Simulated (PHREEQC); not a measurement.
Make-up at 25 °C: 48 mmol/kgw NaOH and 0.051 mmol/kgw Na2SiO3. Closed to the air; pH follows from the charge balance.

The numbers come from PHREEQC with the ion-association model, phreeqc.dat.

This is a speciation only: nothing precipitates in the calculation.

Problem. Predict the pH, specific conductance.

Solution. pH 12.59; specific conductance 10400 µS/cm.

Problem. In which forms is Si present?

Solution. H3SiO4- 69 %, H2SiO4-2 31 % of the Si.
